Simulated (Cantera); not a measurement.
Input: 1 mol Si, 7.5 mol NF3, 1.3 mol N2, 6.5 mol HCl, equilibrated at 1.80e-5 bar.

Equilibrium computed with Cantera from the NASA thermochemical tables; the gas is ideal and each condensed phase is pure. Candidate condensed phases: NH4Cl, Si, Si3N4; 49 gas species. The numbers say what is thermodynamically allowed, not how fast it happens.

### Question
At 925 °C, list the 7 most abundant gas species with their mole fractions, and the condensed phases.

### Answer
F 0.338, HF 0.230, N2 0.179, Cl 0.120, ClF 0.0861, SiF4 0.0354, Cl2 0.0120. Condensed: gas only.
